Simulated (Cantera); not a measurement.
An isothermal, constant-pressure homogeneous reactor starts with H2 : O2 : N2 = 0.0075 : 1 : 1.6 (molar parts), at 1300 K and 0.0267 bar.

Model: GRI-Mech 3.0 (53 species, 325 reactions), integrated in Cantera. Radical loss at walls, strong at low pressure, is not modelled.

**Question.** Predict: x(H2) at 200 s; x(O2) at 200 s; x(H2O) at 200 s; x(HO2) at 200 s; x(NO) at 200 s.

**Answer.** 
| Quantity | Result |
|---|---|
| x(H2) at 200 s | 2.49e-9 (gas-phase equilibrium 2.49e-9) |
| x(O2) at 200 s | 0.383 (gas-phase equilibrium 0.382) |
| x(H2O) at 200 s | 0.00288 (gas-phase equilibrium 0.00288) |
| x(HO2) at 200 s | 4.03e-9 (gas-phase equilibrium 4.02e-9) |
| x(NO) at 200 s | 1.08e-7 (gas-phase equilibrium 0.000474) |
